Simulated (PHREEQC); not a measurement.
A column of 1 m (40 cells, dispersivity 0.08 m, 60 s a shift, diffusion coefficient 3e-10 m²/s) holds 0.021 eq of the database's cation exchanger X per kg of pore water, first in equilibrium with 0.00072 mol KBr and 1e-05 mol HCl per kg of water. It is flushed with 0.071 mmol/kgw PbCl2, 18 mmol/kgw ZnCl2 and 0.01 mmol/kgw HCl, at 25 °C. Values are for the last cell. CO2 from the air is kept out. Nothing may precipitate in this run.

Equilibrium calculation in PHREEQC: ion-association model, phreeqc.dat.

Question: Predict Br in solution (mol/kgw) at pore volumes = 0.3875, 0.6375, 1.137, 1.512, 2.263.

Answer: 
| pore volumes | Br in solution (mol/kgw) |
|---|---|
| 0.3875 | 0.000714 |
| 0.6375 | 0.000604 |
| 1.137 | 0.000216 |
| 1.512 | 7.31e-5 |
| 2.263 | 6.44e-6 |
